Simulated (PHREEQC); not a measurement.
HCl is added in steps, without added water, to 1 kg of water holding 1.6 mmol/kgw AgNO3 and 9.5 mmol/kgw NaNO3, at 25 °C. Oxygen alone is held at its pressure in air (log pO2 = -0.68). No CO2 enters from the air. Solids allowed: Cerargyrite, Ag2O, Halite. Others were left out.

Base run: PHREEQC, ion-association model, wateq4f.dat. Each further column changes one thing. The table gives Ag+ (mol/kgw).

```tsv
HCl added (mol)	base	NaNO3 from 0.0095 to 0.019 mol/kgw	NaNO3 left out	no solid may form
0	0.00159	0.00159	0.00160	0.00159
0.0012	0.000399	0.000397	0.000400	…
0.0021	4.44e-7	4.73e-7	3.93e-7	…
0.0033	1.32e-7	1.40e-7	…	0.000373
0.0045	7.80e-8	8.28e-8	7.09e-8	0.000252
0.0054	6.00e-8	6.35e-8	5.48e-8	0.000196
0.0066	4.59e-8	4.85e-8	4.23e-8	0.000147
0.0075	3.92e-8	4.13e-8	3.62e-8	0.000121
0.0087	3.28e-8	3.45e-8	3.05e-8	9.67e-5
0.0099	2.83e-8	2.97e-8	2.64e-8	7.90e-5
0.0108	2.56e-8	2.69e-8	2.40e-8	6.87e-5
0.012	2.28e-8	2.39e-8	2.14e-8	5.79e-5
```

Q: Some entries are withheld; supply them.

A: 
- 0.0012, no solid may form: 0.000910
- 0.0021, no solid may form: 0.000602
- 0.0033, NaNO3 left out: 1.19e-7

 In at least one series the solution becomes supersaturated in solids that the run did not let form, among them Cerargyrite. Solids allowed in the column 'NaNO3 left out': Cerargyrite, Ag2O.
